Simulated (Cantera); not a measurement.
A Cantera script and what it prints.

```python
import numpy as np
import cantera as ct

gas_names = """
    B BF BF2 BF3 BH BHF2 BH2 BH3 BN B2 F F2 H HF H2 H2F2 H3F3 H4F4 H5F5 H6F6 H7F7 N NF NF2 NF3 NH NH2
    NH3 N2 N2H2 N2H4
""".split()
cond_names = """
    B(b) B(L) BN(s)
""".split()


# ... load() reads the species with a 1 bar reference pressure and builds the phases ...
atoms = {
    'BN': {'B': 1, 'N': 1},
    'HF': {'H': 1, 'F': 1},
    'H2': {'H': 2},
}
top_T = {'BN(s)': 3200}  # K; cautious upper limits of use, not melting points


# ... equilibrate(T, P, feed) seeds the gas with the atoms and calls Mixture.equilibrate('TP', solver="vcs", rtol=1e-11, max_steps=5000) ...
results = []
feed = {'BN': 1, 'HF': 1.4, 'H2': 98}  # mol
T = 1873  # K
P = 2.1  # Pa
mix = equilibrate(T, P, feed)
results.append((T, P, feed, dict(zip(mix.species_names, mix.species_moles))))
x = sorted(zip(gas.X, gas.species_names), reverse=True)
print(f"T = {T:g} K  P = {P:g} Pa  gas = {mix.phase_moles(0):.4g} mol")
print("   x: " + "  ".join(f"{s} {v:.3e}" for v, s in x if v > 1e-05))
print("   condensed (mol): " + ("  ".join(f"{mix.phase(i).name} {mix.phase_moles(i):.4g}"
      for i in range(1, mix.n_phases) if mix.phase_moles(i) > 1e-12) or "none"))
```

It prints:

```
T = 1873 K  P = 2.1 Pa  gas = 107.4 mol
   x: H2 8.523e-01  H 1.300e-01  BF 9.254e-03  N2 4.656e-03  HF 3.683e-03  BF2 4.971e-05
   condensed (mol): none
```

Cantera equilibrium calculation (NASA polynomials, part measured and part estimated; ideal gas, pure solids and liquids). The tables' values for BF2 are old estimates; treat these amounts as uncertain.
